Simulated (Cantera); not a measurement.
Input: 1 mol SiHCl₃, 0.0036 mol Cl₂, 290 mol H₂, held at 75.0 Torr.

Cantera equilibrium calculation (NASA polynomials, part measured and part estimated; ideal gas, pure solids and liquids). Candidate condensed phases: Si; 19 gas species. Equilibrium is a limit: real reactors are often held back by kinetics, nucleation or transport.

### Question
At 1075 °C, list the 3 most abundant gas species with their mole fractions, and the condensed phases.

### Answer
H₂ 0.990, HCl 0.00972, SiCl₂ 0.000268. Condensed: Si(s).
